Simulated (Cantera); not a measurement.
Feed: 1 mol Si, 0.09 mol H2O, 0.027 mol HCl, equilibrated at 3150 Torr.

Cantera equilibrium calculation (NASA polynomials, part measured and part estimated; ideal gas, pure solids and liquids). Candidate condensed phases: H2O, Si, SiO2; 30 gas species. Each liquid is taken as pure. Mutual solubility and eutectic melting of coexisting phases are not modelled. The tables hold silica as quartz up to 1696 K and as liquid above; real silica turns to tridymite and cristobalite and melts near 1996 K. Gases not in the tables: Si2H6 and higher silanes. The numbers say what is thermodynamically allowed, not how fast it happens.

Task: Which condensed phases are stable at each of these points (T (K)): 700, 800, 900, 1000, 1100, 1200, 1300, 1400, 1500, 1600, 1700?

Result: 
```csv
T (K),condensed phases,Si condensed (%)
700,Si(s) + SiO2(α-quartz),99.2
800,Si(s) + SiO2(α-quartz),99.2
900,Si(s) + SiO2(β-quartz),99.2
1000,Si(s) + SiO2(β-quartz),99.2
1100,Si(s) + SiO2(β-quartz),99.2
1200,Si(s) + SiO2(β-quartz),99.3
1300,Si(s) + SiO2(β-quartz),99.3
1400,Si(s) + SiO2(β-quartz),99.3
1500,Si(s) + SiO2(β-quartz),99.3
1600,Si(s) + SiO2(β-quartz),99.3
1700,Si(l) + SiO2(condensed),99.3
```

From 700 K to 800 K the condensed part is Si(s) + SiO2(α-quartz). From 900 K to 1600 K the condensed part is Si(s) + SiO2(β-quartz). At 1700 K the condensed part is Si(l) + SiO2(condensed).
